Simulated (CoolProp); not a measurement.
Vapour-liquid equilibrium of dimethyl carbonate (1) + n-octane (2) at 187.05 °C; x and y are mole fractions of (1).

Values from CoolProp's multi-fluid Helmholtz-energy mixture model, Zhou 2011 and Beckmüller 2019; pair parameters Bell 2016.

Give the bubble pressure and the first vapour's composition at x = 0.05, 0.15, 0.65. Is there an azeotrope?

x = 0.05: 511.2 kPa, y = 0.177; x = 0.15: 653.0 kPa, y = 0.390; x = 0.65: 1018 kPa, y = 0.757. y crosses x between x = 0.85 and 0.95: the model has an azeotrope there.

Pair parameters are fitted to limited data, so mixtures are less certain than the pure fluids.
